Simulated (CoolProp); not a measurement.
Aqueous lithium chloride as a coolant, at 34 °C, 1 atm.

Model: Melinder's fits for secondary coolants, in CoolProp.

| mass % | freezing point (°C) | viscosity (mPa s) | density (kg/m³) | Prandtl number | cp (kJ/(kg K)) |
|---|---|---|---|---|---|
| 3.6 | -3.3 | 0.838 | ___ | 5.47 | 3.990 |
| 5.4 | -5.6 | 0.890 | 1025 | 5.73 | 3.902 |
| 7.1 | -7.8 | 0.943 | 1035 | 5.99 | 3.823 |
| 8.8 | -10.3 | 1.00 | 1045 | 6.28 | 3.748 |
| 10.5 | -13.1 | 1.07 | 1055 | 6.60 | 3.677 |
| 12.2 | -16.5 | 1.14 | 1065 | 6.97 | 3.609 |
| 13.9 | -20.7 | 1.22 | 1074 | 7.38 | 3.544 |
| 15.7 | -26.2 | 1.31 | 1085 | 7.87 | 3.479 |
| 17.4 | -32.5 | 1.42 | ___ | 8.39 | 3.421 |
| 19.1 | -39.7 | 1.53 | 1105 | 8.98 | 3.367 |
| 20.8 | -47.7 | 1.65 | 1116 | 9.64 | 3.318 |
| 22.5 | -56.0 | ___ | 1126 | 10.4 | 3.276 |

### Question
What belongs in the gaps?

### Answer

- 3.6, density (kg/m³): 1015
- 17.4, density (kg/m³): 1095
- 22.5, viscosity (mPa s): 1.79
